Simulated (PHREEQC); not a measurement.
## Polishing slurry liquid (model solution)

Make-up at 30 °C: 0.0014 mol/kgw HNO3, 0.0066 mol/kgw Al(NO3)3 and 0.027 mol/kgw CO2. Closed to the air; pH follows from the charge balance.

Model: ion-association model, wateq4f.dat, run in PHREEQC.

No solid was allowed to form.

**Question.** What pH does the model give?

**Answer.** pH 2.90.
